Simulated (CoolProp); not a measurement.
Vapour-liquid equilibrium of cyclopentane (1) + octamethylcyclotetrasiloxane (D4) (2) at 394.1 K; x and y are mole fractions of (1).

Values from CoolProp's multi-fluid Helmholtz-energy mixture model, Gedanitz 2015 and Thol 2015; pair parameters Bell 2016.

| x | bubble pressure, mixture model (bar) | bubble pressure, Raoult's law (bar) | y, mixture model | y, Raoult's law |
|---|---|---|---|---|
| 0.05 | 0.3884 | 0.5177 | 0.514 | 0.642 |
| 0.125 | 0.6994 | 1.002 | 0.746 | 0.830 |
| 0.2 | 1.038 | 1.485 | 0.840 | 0.895 |
| 0.275 | 1.406 | 1.969 | 0.891 | 0.928 |
| 0.35 | 1.806 | 2.453 | 0.923 | 0.948 |
| 0.425 | 2.239 | 2.937 | 0.944 | 0.962 |
| 0.5 | 2.709 | 3.421 | 0.960 | 0.971 |
| 0.575 | 3.215 | 3.905 | 0.971 | 0.979 |
| 0.65 | 3.760 | 4.389 | 0.980 | 0.984 |
| 0.725 | 4.343 | 4.873 | 0.986 | 0.989 |
| 0.8 | 4.960 | 5.357 | 0.992 | 0.993 |
| 0.875 | 5.602 | 5.841 | 0.996 | 0.996 |
| 0.95 | 6.244 | 6.324 | 0.999 | 0.998 |

The largest gap from Raoult's law is -30.2 % in bubble pressure, at x = 0.125. No azeotrope shows between x = 0.05 and 0.95.

Pair parameters are fitted to limited data, so mixtures are less certain than the pure fluids.
